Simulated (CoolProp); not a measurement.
R1336mzz(Z) along the isotherm 79.75 °C: fugacity coefficient from the reference equation and from simpler models built on Tc = 171.3 °C, pc = 2.904 MPa, ω = 0.386; each cubic takes its own stable root.

Values from CoolProp's reference Helmholtz-energy equation of state, McLinden 2020.

| p (MPa) | phase | reference |
|---|---|---|
| 3.23 | liquid | 0.1321 |
| 6.45 | liquid | 0.07651 |
| 9.68 | liquid | 0.05888 |
| 12.9 | liquid | 0.05092 |
| 16.1 | liquid | 0.04691 |
| 19.4 | liquid | 0.04489 |
| 22.6 | liquid | 0.04419 |
| 25.8 | liquid | 0.04434 |
| 29 | liquid | 0.04514 |

Task: How far does each simpler model (van der Waals, Redlich-Kwong, Soave-Redlich-Kwong, Peng-Robinson) lie from the reference over these 9 states: mean and median of the absolute difference, and the worst?

Result: 
- van der Waals: mean 259.8 %, median 253.9 %, worst +391.8 % at 79.75 °C and 29 MPa
- Redlich-Kwong: mean 74.9 %, median 75.4 %, worst +92.1 % at 79.75 °C and 29 MPa
- Soave-Redlich-Kwong: mean 14.6 %, median 14.8 %, worst +23.7 % at 79.75 °C and 29 MPa
- Peng-Robinson: mean 2.8 %, median 3.0 %, worst +3.8 % at 79.75 °C and 29 MPa
